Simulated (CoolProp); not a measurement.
Vapour-liquid equilibrium of CHF3 (R23) (1) + R227EA (2) at 0.0598 MPa; x and y are mole fractions of (1).

The numbers come from the multi-fluid Helmholtz-energy mixture model, Penoncello 2003 and Lemmon 2016; pair parameters Bell 2016 in CoolProp.

| x | bubble temperature (°C) | y at the bubble point | dew temperature at overall composition x (°C) | liquid density (mol/L) |
|---|---|---|---|---|
| 0.05 | -42.4 | 0.544 | -28.9 | 9.851 |
| 0.2 | -66.6 | 0.916 | -32.3 | 11.23 |
| 0.35 | -76.8 | 0.969 | -36.2 | 12.54 |
| 0.5 | -82.1 | 0.984 | -40.8 | 13.96 |
| 0.65 | -85.3 | 0.990 | -46.8 | 15.62 |
| 0.8 | -87.7 | 0.995 | -55.2 | 17.62 |
| 0.95 | -89.9 | 0.999 | -72.3 | 20.13 |

No azeotrope shows between x = 0.05 and 0.95.

The pair parameters rest on a limited set of measurements; away from them the model extrapolates.
